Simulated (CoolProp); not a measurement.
Vapour-liquid equilibrium of ethane (1) + propylene (2) at -97.75 °C; x and y are mole fractions of (1).

Model: multi-fluid Helmholtz-energy mixture model, Bücker 2006 and Lemmon 2013; pair parameters Bell 2016, in CoolProp.

| x | bubble pressure (kPa) | y at the bubble point | dew pressure at overall composition x (kPa) | liquid density (mol/L) |
|---|---|---|---|---|
| 0.05 | 8.112 | 0.433 | 5.064 | 16.02 |
| 0.2 | 17.21 | 0.772 | 5.939 | 16.37 |
| 0.35 | 25.56 | 0.872 | 7.177 | 16.74 |
| 0.5 | 33.51 | 0.923 | 9.065 | 17.12 |
| 0.65 | 41.33 | 0.955 | 12.29 | 17.51 |
| 0.8 | 49.20 | 0.977 | 18.98 | 17.91 |
| 0.95 | 57.27 | 0.995 | 40.01 | 18.32 |

No azeotrope shows between x = 0.05 and 0.95.

The pair parameters rest on a limited set of measurements; away from them the model extrapolates.
